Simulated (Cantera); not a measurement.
An adiabatic, constant-volume homogeneous reactor starts with H2 : O2 : N2 = 1 : 1.04 : 10 (molar parts), at 1225 K and 2.17 atm.

Computed with Cantera and the H2/O2 subset of GRI-Mech 3.0, which has no nitrogen chemistry. The hydrogen kinetics of GRI-Mech 3.0 are dated; newer H2 mechanisms differ, most at raised pressure.

**Question.** Predict: time of steepest temperature rise; temperature at 1.00 s; equilibrium temperature; x(H2) at 1.00 s; x(O2) at 1.00 s; x(H) at 1.00 s; x(HO2) at 1.00 s; x(H2O) at 1.00 s.

**Answer.** 
- time of steepest temperature rise: 43.3 µs
- temperature at 1.00 s: 1976 K
- equilibrium temperature: 1976 K
- x(H2) at 1.00 s: 5.23e-5 (gas-phase equilibrium 5.23e-5)
- x(O2) at 1.00 s: 0.0466 (gas-phase equilibrium 0.0466)
- x(H) at 1.00 s: 5.44e-6 (gas-phase equilibrium 5.44e-6)
- x(HO2) at 1.00 s: 1.05e-6 (gas-phase equilibrium 1.05e-6)
- x(H2O) at 1.00 s: 0.0861 (gas-phase equilibrium 0.0861)
